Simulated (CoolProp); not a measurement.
Vapour-liquid equilibrium of R114 (1) + n-heptane (2) at 0.267 MPa; x and y are mole fractions of (1).

The numbers come from the multi-fluid Helmholtz-energy mixture model, Platzer 1990 and Span 2003; pair parameters Bell 2016 in CoolProp. This equation is an older, rougher fit; its heat capacities, sound speeds and derivatives of the liquid may be far off and weren't checked against measurements.

| x | bubble temperature (K) | y at the bubble point | dew temperature at overall composition x (K) | liquid density (mol/L) |
|---|---|---|---|---|
| 0.05 | 389.2 | 0.386 | 406.2 | 6.004 |
| 0.125 | 366.5 | 0.690 | 402.8 | 6.311 |
| 0.2 | 350.9 | 0.822 | 399.2 | 6.557 |
| 0.275 | 340.3 | 0.885 | 395.3 | 6.762 |
| 0.35 | 332.7 | 0.919 | 391.2 | 6.943 |
| 0.425 | 327.1 | 0.940 | 386.8 | 7.110 |
| 0.5 | 322.9 | 0.954 | 381.9 | 7.269 |
| 0.575 | 319.4 | 0.964 | 376.5 | 7.425 |
| 0.65 | 316.5 | 0.971 | 370.2 | 7.581 |
| 0.725 | 313.9 | 0.978 | 363.0 | 7.739 |
| 0.8 | 311.5 | 0.984 | 354.0 | 7.903 |
| 0.875 | 309.2 | 0.990 | 342.2 | 8.074 |
| 0.95 | 306.8 | 0.996 | 324.0 | 8.255 |

No azeotrope shows between x = 0.05 and 0.95.

Pair parameters are fitted to limited data, so mixtures are less certain than the pure fluids.
